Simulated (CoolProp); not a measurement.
Methanol along the isotherm 403.5 K: Z from the reference equation and from simpler models built on Tc = 513.4 K, pc = 8216 kPa, ω = 0.565; each cubic takes its own stable root.

Values from CoolProp's reference Helmholtz-energy equation of state, de Reuck 1993.

| p (kPa) | phase | reference |
|---|---|---|
| 13 | gas | 0.9985 |
| 26.7 | gas | 0.9968 |
| 54.8 | gas | 0.9935 |
| 112 | gas | 0.9865 |
| 231 | gas | 0.9711 |
| 474 | gas | 0.9343 |
| 974 | liquid | 0.01380 |
| 2000 | liquid | 0.02824 |
| 4110 | liquid | 0.05766 |

Question: How far does each simpler model (van der Waals, Redlich-Kwong, Soave-Redlich-Kwong, Peng-Robinson) lie from the reference over these 9 states: mean and median of the absolute difference, and the worst?

Answer: 
- van der Waals: mean 1077.9 %, median 1.4 %, worst +6667.4 % at 403.5 K and 974 kPa
- Redlich-Kwong: mean 736.4 %, median 1.0 %, worst +6529.0 % at 403.5 K and 974 kPa
- Soave-Redlich-Kwong: mean 11.4 %, median 0.6 %, worst +33.3 % at 403.5 K and 4110 kPa
- Peng-Robinson: mean 6.1 %, median 0.5 %, worst +17.8 % at 403.5 K and 4110 kPa

At some of these states van der Waals, Redlich-Kwong gives the other phase, because its saturation line lies elsewhere.
